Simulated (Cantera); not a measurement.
An adiabatic, constant-pressure homogeneous reactor starts with CH3OH : O2 : N2 : CO2 = 1 : 0.789 : 2.97 : 0.31 (molar parts), at 1698 K and 5.20 bar. Integrator tolerance rtol = 1e-08.

Detailed kinetics in Cantera: GRI-Mech 3.0 (53 species, 325 reactions). GRI-Mech 3.0 was tuned for natural gas; its chemistry of methanol as a main component is partial and can be far from experiment.

### Question
What does this change do: O2 0.789 to 0.43 parts?

### Answer
```json
[
 {"quantity": "time of steepest temperature rise", "before": "8.76 µs", "after": "8.11 µs"},
 {"quantity": "temperature at 4.00 s", "before": "2723 K", "after": "2144 K"},
 {"quantity": "equilibrium temperature", "before": "2723 K", "after": "2144 K"},
 {"quantity": "x(CH3OH) at 4.00 s", "before": "<1e-12 (gas-phase equilibrium <1e-12)", "after": "4.49e-12 (gas-phase equilibrium 4.58e-12)"},
 {"quantity": "x(O2) at 4.00 s", "before": "0.000408 (gas-phase equilibrium 0.000408)", "after": "1.09e-7 (gas-phase equilibrium 1.09e-7)"},
 {"quantity": "x(CO2) at 4.00 s", "before": "0.0613 (gas-phase equilibrium 0.0613)", "after": "0.0324 (gas-phase equilibrium 0.0324)"},
 {"quantity": "x(CH2) at 4.00 s", "before": "3.52e-12 (gas-phase equilibrium 3.80e-12)", "after": "1.31e-12 (gas-phase equilibrium 1.47e-12)"},
 {"quantity": "x(C2H6) at 4.00 s", "before": "<1e-12 (gas-phase equilibrium <1e-12)", "after": "<1e-12 (gas-phase equilibrium <1e-12)"}
]
```

### Question
What does this change do: constant volume in place of constant pressure?

### Answer
```
quantity                                                              before                                      after
---------------------------------  -----------------------------------------  -----------------------------------------
time of steepest temperature rise                                    8.76 µs                                    7.52 µs
temperature at 4.00 s                                                 2723 K                                     2957 K
equilibrium temperature                                               2723 K                                     2957 K
x(CH3OH) at 4.00 s                     <1e-12 (gas-phase equilibrium <1e-12)      <1e-12 (gas-phase equilibrium <1e-12)
x(O2) at 4.00 s                    0.000408 (gas-phase equilibrium 0.000408)    0.00105 (gas-phase equilibrium 0.00105)
x(CO2) at 4.00 s                       0.0613 (gas-phase equilibrium 0.0613)      0.0571 (gas-phase equilibrium 0.0571)
x(CH2) at 4.00 s                   3.52e-12 (gas-phase equilibrium 3.80e-12)  1.91e-11 (gas-phase equilibrium 2.04e-11)
x(C2H6) at 4.00 s                      <1e-12 (gas-phase equilibrium <1e-12)      <1e-12 (gas-phase equilibrium <1e-12)
```

### Question
What does this change do: initial temperature 1698 to 1550 K?

### Answer
| quantity | before | after |
|---|---|---|
| time of steepest temperature rise | 8.76 µs | 27.7 µs |
| temperature at 4.00 s | 2723 K | 2620 K |
| equilibrium temperature | 2723 K | 2620 K |
| x(CH3OH) at 4.00 s | <1e-12 (gas-phase equilibrium <1e-12) | <1e-12 (gas-phase equilibrium <1e-12) |
| x(O2) at 4.00 s | 0.000408 (gas-phase equilibrium 0.000408) | 0.000169 (gas-phase equilibrium 0.000169) |
| x(CO2) at 4.00 s | 0.0613 (gas-phase equilibrium 0.0613) | 0.0632 (gas-phase equilibrium 0.0632) |
| x(CH2) at 4.00 s | 3.52e-12 (gas-phase equilibrium 3.80e-12) | 2.27e-12 (gas-phase equilibrium 2.47e-12) |
| x(C2H6) at 4.00 s | <1e-12 (gas-phase equilibrium <1e-12) | <1e-12 (gas-phase equilibrium <1e-12) |
